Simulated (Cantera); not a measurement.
A freely propagating, adiabatic, planar premixed flame of 16.0 % H2, 12.5 % O2, 53.8 % N2, 17.6 % H2O, unburnt at 425 K and 101000 Pa; multicomponent transport, grid criteria slope 0.08 and curve 0.16, no radiation.

Cantera simulation using the H2/O2 subset of GRI-Mech 3.0, which has no nitrogen chemistry; the numbers are that mechanism's predictions, not measurements. Burning velocities carry a grid error of a few per cent, more on coarse grids. Lean hydrogen flames are cellular in practice and burn faster than this planar one.

Q: Predict: laminar burning velocity; thermal thickness; peak x(H2O2); peak x(OH); peak x(H).

A: 
```
Quantity                     Result
------------------------  ---------
laminar burning velocity  45.8 cm/s
thermal thickness          0.595 mm
peak x(H2O2)                9.43e-5
peak x(OH)                  0.00282
peak x(H)                   0.00171
```
